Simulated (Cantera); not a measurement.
An adiabatic, constant-pressure homogeneous reactor starts with 10.0 % CH4, 0.391 % C2H6, 0.581 % C3H8, 18.7 % O2, 70.3 % N2, at 1700 K and 1.00 atm.

Cantera simulation using GRI-Mech 3.0 (53 species, 325 reactions); the numbers are that mechanism's predictions, not measurements.

### Question
Predict: time of steepest temperature rise; temperature at 0.300 s; equilibrium temperature; x(HO2) at 0.300 s; x(HCO) at 0.300 s.

### Answer
```json
{
  "time_of_steepest_temperature_rise": "57.1 µs",
  "temperature at 0.300 s": "2832 K",
  "equilibrium_temperature": "2832 K",
  "x(HO2) at 0.300 s": "2.71e-6 (gas-phase equilibrium 2.71e-6)",
  "x(HCO) at 0.300 s": "1.43e-7 (gas-phase equilibrium 1.43e-7)"
}
```
